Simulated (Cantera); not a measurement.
Input (Python, Cantera):

```python
import numpy as np
import cantera as ct

gas = ct.Solution("gri30.yaml")
gas.TPX = 698, 500000, {'C3H8': 1, 'O2': 3.85, 'N2': 11.5}
flame = ct.FreeFlame(gas, width=0.013)
flame.set_refine_criteria(ratio=3, slope=0.08, curve=0.16)
flame.transport_model = "mixture-averaged"
flame.solve(loglevel=0, auto=True)
z, T = flame.grid, flame.T
thick = (T[-1] - T[0]) / np.gradient(T, z).max()
show = ['C3H8', 'O2', 'NO', 'C2H2', 'C2H6', 'C2H4']
print(f"laminar burning velocity  {flame.velocity[0] * 100:.3f} cm/s")
print(f"burnt temperature         {T[-1]:.1f} K")
print(f"thermal thickness         {thick * 1e3:.4f} mm")
print(f"grid points               {len(z)}")
z0 = z[flame.heat_release_rate.argmax()]
print(f"{'z/mm':>9s}{'T/K':>9s}{'u/(m/s)':>9s}" + "".join(f"{s:>11s}" for s in show))
rows = []
for k in (-3, -2, -1.5, -1, -0.5, -0.25, 0, 0.25, 0.5, 1, 2, 4, 8):
    zz = z0 + k * thick
    rows.append([k * thick, np.interp(zz, z, T), np.interp(zz, z, flame.velocity),
                 *(np.interp(zz, z, flame.X[gas.species_index(s)]) for s in show)])
    print(f"{rows[-1][0] * 1e3:9.3f}{rows[-1][1]:9.1f}{rows[-1][2]:9.3f}" + "".join(f"{x:11.3e}" for x in rows[-1][3:]))
```

It prints:

```
laminar burning velocity  179.946 cm/s
burnt temperature         2602.3 K
thermal thickness         0.0522 mm
grid points               153
     z/mm      T/K  u/(m/s)       C3H8         O2         NO       C2H2       C2H6       C2H4
   -0.157    698.1    1.804  6.104e-02  2.349e-01  1.426e-09  1.001e-07  8.742e-08  8.864e-07
   -0.104    699.6    1.815  6.081e-02  2.338e-01  1.696e-08  1.534e-06  1.596e-06  1.398e-05
   -0.078    707.0    1.844  6.048e-02  2.317e-01  9.502e-08  1.060e-05  1.283e-05  9.886e-05
   -0.052    763.6    2.017  5.907e-02  2.230e-01  7.313e-07  1.041e-04  1.542e-04  9.826e-04
   -0.026   1153.3    3.183  4.218e-02  1.755e-01  6.680e-06  1.154e-03  1.747e-03  9.692e-03
   -0.013   1590.9    4.595  1.422e-02  1.212e-01  1.622e-05  3.096e-03  2.008e-03  1.615e-02
    0.000   2016.4    6.013  4.708e-04  6.520e-02  3.425e-05  5.149e-03  2.861e-04  6.521e-03
    0.013   2254.8    6.771  8.818e-07  3.064e-02  6.370e-05  2.500e-03  4.950e-06  5.748e-04
    0.026   2347.8    7.039  3.924e-10  1.493e-02  9.539e-05  4.872e-04  6.429e-08  2.299e-05
    0.052   2407.4    7.176  1.383e-16  5.849e-03  1.337e-04  9.077e-06  2.703e-11  2.125e-08
    0.104   2462.1    7.300  2.272e-24  3.194e-03  1.591e-04  1.170e-08  8.861e-17  2.279e-12
    0.209   2518.4    7.440  2.069e-32  1.972e-03  1.811e-04  1.929e-12  1.679e-21  2.731e-16
    0.418   2565.8    7.558  5.893e-36  1.081e-03  2.083e-04  8.386e-16  1.351e-24  8.453e-20
```

Computed with Cantera and GRI-Mech 3.0 (53 species, 325 reactions). GRI-Mech 3.0 was tuned for natural gas; its chemistry of propane as a main component is partial and can be far from experiment. Burning velocities carry a grid error of a few per cent, more on coarse grids.
